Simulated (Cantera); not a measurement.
Input (Python, Cantera) and output of one run.

```python
import numpy as np
import cantera as ct

gas_names = """
    C CN CO CO2 C2 CCN CNC C2N2 C2O C3 C3O2 C4 C4N2 C5 Fe FeC5O5 FeO N NCO NO NO2 NO3 N2 N2O O O2 O3
""".split()
cond_names = """
    C(gr) Fe(a) Fe(c) Fe(d) Fe(L) FeC5O5(L) FeO(s) FeO(L) Fe2O3(s) Fe3O4(s)
""".split()


# ... load() reads the species with a 1 bar reference pressure and builds the phases ...
atoms = {
    'Fe2O3': {'Fe': 2, 'O': 3},
    'C': {'C': 1},
    'N2': {'N': 2},
}
top_T = {'C(gr)': 4500, 'Fe2O3(s)': 1830, 'Fe3O4(s)': 1870}  # K; cautious upper limits of use, not melting points


# ... equilibrate(T, P, feed) seeds the gas with the atoms and calls Mixture.equilibrate('TP', solver="vcs", rtol=1e-11, max_steps=5000) ...
results = []
feed = {'Fe2O3': 1, 'C': 2, 'N2': 11}  # mol
P = 48  # Pa
for T in [2225, 2275, 2325, 2375, 2425, 2475, 2525, 2575]:
    mix = equilibrate(T, P, feed)
    results.append((T, P, feed, dict(zip(mix.species_names, mix.species_moles))))

top = {s: max(r[3][s] / sum(r[3][g] for g in gas_names) for r in results) for s in gas_names}
cols = sorted((s for s in top if top[s] > 0.001), key=lambda s: -top[s])[:7]
seen = [c for c in cond_names if any(r[3].get(c, 0) > 1e-12 for r in results)]
print("log10 of partial pressures in bar; condensed amounts in mol")
print(f"{'T/K':>10s}" + "".join(f"{s[:9]:>10s}" for s in cols + seen))
for T, P, feed, n in results:
    ng = sum(n[g] for g in gas_names)
    print(f"{T:10.4g}" + "".join(f"{np.log10(max(n[s] / ng * P / 1e5, 1e-99)):10.3f}" for s in cols)
          + "".join(f"{n.get(c, 0):10.4g}" for c in seen))
```

It prints:

```
log10 of partial pressures in bar; condensed amounts in mol
       T/K        N2        Fe        CO         O       CO2        O2       FeO
      2225    -3.464    -4.224    -4.309    -5.209    -4.871    -5.418    -5.547
      2275    -3.467    -4.223    -4.287    -5.062    -4.978    -5.389    -5.621
      2325    -3.469    -4.223    -4.269    -4.940    -5.100    -5.396    -5.710
      2375    -3.472    -4.222    -4.254    -4.839    -5.236    -5.437    -5.811
      2425    -3.474    -4.222    -4.244    -4.758    -5.386    -5.507    -5.925
      2475    -3.476    -4.222    -4.236    -4.695    -5.547    -5.604    -6.049
      2525    -3.478    -4.222    -4.231    -4.648    -5.717    -5.724    -6.181
      2575    -3.479    -4.222    -4.228    -4.614    -5.892    -5.861    -6.319
```

Cantera equilibrium calculation (NASA polynomials, part measured and part estimated; ideal gas, pure solids and liquids).
